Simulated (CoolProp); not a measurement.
Computed with CoolProp (reference Helmholtz-energy equation of state, Lemmon 2006). It is a short technical equation, of lower accuracy than the large ones.

Problem. For CH3F (R41), give the phase and the cp (kJ/(kg K)), cv (kJ/(kg K)), speed of sound (m/s) at 425 K and 6.56 bar; 425 K and 9.84 bar.

Solution. 
- 425 K and 6.56 bar: gas; cp 1.38, cv 1.11, speed of sound 353
- 425 K and 9.84 bar: gas; cp 1.39, cv 1.12, speed of sound 351
